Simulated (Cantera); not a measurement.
A freely propagating, adiabatic, planar premixed flame of 44.4 % H2, 13.8 % O2, 41.8 % N2, equivalence ratio 1.6, unburnt at 598 K and 0.550 bar; mixture-averaged transport, grid criteria slope 0.08 and curve 0.16, no radiation.

Computed with Cantera and the H2/O2 subset of GRI-Mech 3.0, which has no nitrogen chemistry. Burning velocities carry a grid error of a few per cent, more on coarse grids.

Question: Predict: laminar burning velocity; thermal thickness; peak x(H2O2); peak x(H); peak x(HO2).

Answer: 
| Property | Result |
|---|---|
| laminar burning velocity | 962 cm/s |
| thermal thickness | 0.928 mm |
| peak x(H2O2) | 5.09e-6 |
| peak x(H) | 0.122 |
| peak x(HO2) | 0.000181 |
